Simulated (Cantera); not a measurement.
An adiabatic, constant-volume homogeneous reactor starts with CH₄ : CO : O₂ : N₂ : CO₂ = 1 : 0.61 : 1.05 : 3.94 : 0.59 (molar parts), at 1350 K and 1.18 atm. Integrator tolerance rtol = 1e-08.

Model: GRI-Mech 3.0 (53 species, 325 reactions), integrated in Cantera.

Q: What does this change do: initial temperature 1350 to 1075 K?

A: 
```json
[
 {"quantity": "time of steepest temperature rise", "before": "11.8 ms", "after": "0.902 s"},
 {"quantity": "temperature at 2.00 s", "before": "2505 K", "after": "2286 K"},
 {"quantity": "equilibrium temperature", "before": "2505 K", "after": "2286 K"},
 {"quantity": "x(CH₄) at 2.00 s", "before": "2.27e-11 (gas-phase equilibrium 2.54e-11)", "after": "9.02e-11 (gas-phase equilibrium 1.00e-10)"},
 {"quantity": "x(CO) at 2.00 s", "before": "0.214 (gas-phase equilibrium 0.214)", "after": "0.211 (gas-phase equilibrium 0.211)"},
 {"quantity": "x(O₂) at 2.00 s", "before": "3.88e-5 (gas-phase equilibrium 3.88e-5)", "after": "3.04e-6 (gas-phase equilibrium 3.04e-6)"},
 {"quantity": "x(NO₂) at 2.00 s", "before": "4.73e-9 (gas-phase equilibrium 4.73e-9)", "after": "3.35e-10 (gas-phase equilibrium 3.35e-10)"},
 {"quantity": "x(C₂H) at 2.00 s", "before": "<1e-12 (gas-phase equilibrium <1e-12)", "after": "<1e-12 (gas-phase equilibrium <1e-12)"},
 {"quantity": "x(HCO) at 2.00 s", "before": "3.77e-7 (gas-phase equilibrium 3.77e-7)", "after": "2.02e-7 (gas-phase equilibrium 2.02e-7)"},
 {"quantity": "x(C₂H₂) at 2.00 s", "before": "<1e-12 (gas-phase equilibrium <1e-12)", "after": "<1e-12 (gas-phase equilibrium <1e-12)"}
]
```
